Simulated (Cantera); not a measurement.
A perfectly stirred reactor is fed with C2H6 : H2 = 1 : 94 (molar parts), at 6.45 Torr; it is held at 1100 K, and followed from long to short residence time.

Cantera simulation using GRI-Mech 3.0 (53 species, 325 reactions); the numbers are that mechanism's predictions, not measurements. GRI-Mech 3.0 stops at C3 and has no aromatics, soot or wall deposition, so with more carbon than oxygen in the feed, carbon stays in small species such as C2H2 where larger ones or solid carbon would form. Radical loss at walls, strong at low pressure, is not modelled.

Q: Predict: x(C2H6) at τ = 9.10 s; x(H2) at τ = 9.10 s; x(C2H4) at τ = 9.10 s; x(CH4) at τ = 9.10 s; x(CH3) at τ = 9.10 s; x(C2H6) at τ = 45.0 ms; x(H2) at τ = 45.0 ms; x(C2H4) at τ = 45.0 ms; x(CH4) at τ = 45.0 ms; x(CH3) at τ = 45.0 ms.

A: 
```json
{
 "x(C2H6) at τ = 9.10 s": "0.000810",
 "x(H2) at τ = 9.10 s": "0.988",
 "x(C2H4) at τ = 9.10 s": "0.00679",
 "x(CH4) at τ = 9.10 s": "0.00352",
 "x(CH3) at τ = 9.10 s": "7.90e-7",
 "x(C2H6) at τ = 45.0 ms": "0.0103",
 "x(H2) at τ = 45.0 ms": "0.989",
 "x(C2H4) at τ = 45.0 ms": "0.000179",
 "x(CH4) at τ = 45.0 ms": "2.82e-5",
 "x(CH3) at τ = 45.0 ms": "3.14e-7"
}
```
